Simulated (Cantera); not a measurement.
**Thermodynamics of titanium nitride, carbide and oxide coatings, feed Ti(OiPr)₄ + H₂O + H₂**

Feed: 1 mol Ti(OiPr)₄, 0.15 mol H₂O, 20 mol H₂, equilibrated at 35.0 mbar.

Cantera equilibrium calculation (NASA polynomials, part measured and part estimated; ideal gas, pure solids and liquids). Candidate condensed phases: C, C₆H₆, C₇H₈, C₈H₁₈, H₂O, Ti, TiC, TiO, TiO₂, Ti₂O₃, Ti₃O₅, Ti₄O₇; 113 gas species. The feed counts by its element totals alone. TiC: taken at fixed stoichiometry. The numbers say what is thermodynamically allowed, not how fast it happens.

| T (K) | log p H₂ | log p CO | log p H | log p C₂H₂ (acetylene) | log p CH₄ | log p H₂O | log p CH₃ | n C(graphite) | n TiC(s) |
|---|---|---|---|---|---|---|---|---|---|
| 1425 | -1.51 | -2.42 | -5.92 | -6.96 | -5.44 | -6.44 | -8.55 | 6.85 | 1.00 |
| 1525 | -1.51 | -2.42 | -5.38 | -6.42 | -5.65 | -6.77 | -8.22 | 6.85 | 1.00 |
| 1625 | -1.51 | -2.42 | -4.90 | -5.95 | -5.84 | -7.05 | -7.93 | 6.85 | 1.00 |
| 1725 | -1.51 | -2.42 | -4.48 | -5.54 | -6.01 | -7.30 | -7.68 | 6.84 | 1.00 |
| 1825 | -1.51 | -2.42 | -4.11 | -5.17 | -6.16 | -7.53 | -7.46 | 6.83 | 1.00 |
| 1925 | -1.51 | -2.42 | -3.77 | -4.85 | -6.30 | -7.73 | -7.26 | 6.82 | 1.00 |
| 2025 | -1.51 | -2.42 | -3.47 | -4.55 | -6.42 | -7.91 | -7.09 | 6.79 | 1.000 |
| 2125 | -1.51 | -2.43 | -3.20 | -4.29 | -6.54 | -8.07 | -6.93 | 6.74 | 1.000 |
log p: log10 of the partial pressure in bar; n: condensed amount in mol.

From 1425 K to 2125 K the condensed part is C(graphite) + TiC(s).
